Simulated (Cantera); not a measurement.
Charge: 1 mol Si2H6, 0.1 mol CO2, held at 1473.15 K and 0.100 bar.

These are equilibrium values from Cantera (NASA tables, ideal gas, pure condensed phases), not measurements of a reactor. The feed counts by its element totals alone. Mutual solubility and eutectic melting of coexisting phases are not modelled. The tables hold silica as quartz up to 1696 K and as liquid above; real silica turns to tridymite and cristobalite and melts near 1996 K. The numbers say what is thermodynamically allowed, not how fast it happens.

```json
[
 {"species": "H2", "before": "0.997", "after": "0.937"},
 {"species": "SiO", "before": "0.00315", "after": "0.0610"},
 {"species": "CO", "before": "7.73e-5", "after": "0.00150"},
 {"species": "Si", "before": "5.49e-8", "after": "2.89e-5"},
 {"species": "H", "before": "4.00e-5", "after": "0.000890"},
 {"species": "Si(s), mol", "before": "1.80", "after": "1.71"},
 {"species": "SiC(s), mol", "before": "0.0998", "after": "0.0952"},
 {"species": "SiO2(β-quartz), mol", "before": "0.0951", "after": "0"}
]
```
Gas species are given as mole fractions.

Name the change that produced these shifts.
A) temperature from 1473.15 K to 1025 K
B) temperature from 1473.15 K to 1423.15 K
C) pressure from 0.100 bar to 0.000190 bar
D) CO2 from 0.1 to 15 mol

C, pressure from 0.100 bar to 0.000190 bar
